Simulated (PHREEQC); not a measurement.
A PHREEQC input (ion-association model, phreeqc.dat):

```
SOLUTION 1
  temp 25
  units mg/kgw
  pH 6.46
  pe 9.8
  Na 0.105
  K 0.000244 charge
  Ca 0.0404
  Mg 0.0172
  Cl 0.0248
  S(6) 0.0886 as SO4
  Alkalinity 0.319 as HCO3
  Ba 0.000415
  Si 0.000728 as SiO2
END
USE solution 1
EQUILIBRIUM_PHASES 1
  Chalcedony 0 0
  CO2(g) -3.4 10
END
```

It stops with these messages:

```
WARNING: Maximum iterations exceeded, 100
WARNING: Maximum iterations exceeded, 100
WARNING: The program has failed to converge to a numerical solution.
ERROR:           Alkalinity has not converged. Total: 5.227871e-06	Calculated: 5.460072e-06	Residual: -2.322009e-07
ERROR: Is non-carbonate alkalinity greater than total alkalinity?
ERROR: Model failed to converge for initial solution  1.
```

Task: Why does the run stop?

Result: The fault: charge balance asked on the minor ion K. The line should read `K 0.000244` where the input has `K 0.000244 charge`. With the mend the run ends at pH 6.01 and ionic strength 1.15e-5 mol/kgw.
